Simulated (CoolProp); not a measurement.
Computed with CoolProp (reference Helmholtz-energy equation of state, Thol 2018).

Question: For hydrogen chloride, give the phase and the density (kg/m³), isothermal compressibility (1/MPa) at 227.5 K and 10.2 MPa; 265.1 K and 10.2 MPa; 277.7 K and 10.2 MPa.

Answer: 
- 227.5 K and 10.2 MPa: liquid; density 1100, isothermal compressibility 0.00172
- 265.1 K and 10.2 MPa: liquid; density 990, isothermal compressibility 0.00335
- 277.7 K and 10.2 MPa: liquid; density 946, isothermal compressibility 0.00449
